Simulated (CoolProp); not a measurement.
Vapour-liquid equilibrium of R134a (1) + dimethyl ether (2) at 271.1 K; x and y are mole fractions of (1).

Values from CoolProp's multi-fluid Helmholtz-energy mixture model, Tillner-Roth 1994 and Wu 2011; pair parameters Bell 2016.

```
x     bubble pressure, mixture model (bar)  bubble pressure, Raoult's law (bar)  y, mixture model  y, Raoult's law
----  ------------------------------------  -----------------------------------  ----------------  ---------------
0.05                                 2.452                                2.492             0.041            0.055
0.15                                 2.409                                2.516             0.135            0.162
0.25                                 2.384                                2.539             0.241            0.267
0.35                                 2.379                                2.563             0.354            0.371
0.45                                 2.395                                2.587             0.470            0.473
0.55                                 2.428                                2.610             0.584            0.572
0.65                                 2.476                                2.634             0.691            0.670
0.75                                 2.536                                2.658             0.791            0.767
0.85                                 2.604                                2.681             0.881            0.861
0.95                                 2.678                                2.705             0.962            0.954
```

The largest gap from Raoult's law is -7.4 % in bubble pressure, at x = 0.45. y crosses x between x = 0.25 and 0.35: the model has an azeotrope there.

The pair parameters rest on a limited set of measurements; away from them the model extrapolates.
